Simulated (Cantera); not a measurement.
**Ignition delay**

Mixture: CH₄ : O₂ : N₂ = 1 : 4.55 : 17.1 (molar parts), equivalence ratio 0.44, at 18.0 bar, adiabatic and at constant pressure. Ignition delay is the time to a rise of 400 K.

Model: GRI-Mech 3.0 (53 species, 325 reactions), integrated in Cantera. The pressure lies above the range GRI-Mech 3.0 was tuned for (to about 10 atm).

```
T0 (K)  delay (ms)
------  ----------
1300         0.597
1375         0.275
1450         0.135
1525        0.0699
1600        0.0381
1675        0.0218
1750        0.0130
```

- apparent activation energy between 1600 and 1750 K: 170 kJ/mol
